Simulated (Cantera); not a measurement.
A perfectly stirred reactor is fed with C₂H₆ : H₂ = 1 : 18 (molar parts), at 0.0188 atm; it is held at 1550 K, and followed from long to short residence time.

Model: GRI-Mech 3.0 (53 species, 325 reactions), integrated in Cantera. GRI-Mech 3.0 stops at C3 and has no aromatics, soot or wall deposition, so with more carbon than oxygen in the feed, carbon stays in small species such as C2H2 where larger ones or solid carbon would form. Radical loss at walls, strong at low pressure, is not modelled.

Predict: x(C₂H₆) at τ = 1.80 s; x(H₂) at τ = 1.80 s; x(CH₂) at τ = 1.80 s; x(C₂H₄) at τ = 1.80 s; x(CH₃) at τ = 1.80 s; x(C₂H₆) at τ = 0.120 s; x(H₂) at τ = 0.120 s; x(CH₂) at τ = 0.120 s; x(C₂H₄) at τ = 0.120 s; x(CH₃) at τ = 0.120 s.


```
Property                   Value
----------------------  --------
x(C₂H₆) at τ = 1.80 s    3.41e-5
x(H₂) at τ = 1.80 s        0.937
x(CH₂) at τ = 1.80 s     1.02e-7
x(C₂H₄) at τ = 1.80 s   0.000374
x(CH₃) at τ = 1.80 s    0.000263
x(C₂H₆) at τ = 0.120 s  0.000306
x(H₂) at τ = 0.120 s       0.929
x(CH₂) at τ = 0.120 s    4.16e-7
x(C₂H₄) at τ = 0.120 s   0.00185
x(CH₃) at τ = 0.120 s   0.000716
```
